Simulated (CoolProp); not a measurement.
Model: reference Helmholtz-energy equation of state, Kamei 1995, in CoolProp.

Question: Give the vapour pressure (kPa), liquid cp (kJ/(kg K)), vapour Z, vapour viscosity (µPa s) of saturated R22 at 307.4, 311, 332.5 K.

Answer: 
```tsv
T (K)	p (kPa)	liquid cp (kJ/(kg K))	vapour Z	vapour viscosity (µPa s)
307.4	1330	1.30	0.791	14.5
311	1450	1.32	0.778	14.7
332.5	2390	1.53	0.682	16.3
```

Viscosity comes from a separate model (Bell 2016), an estimate that may be off by 10 % or more.
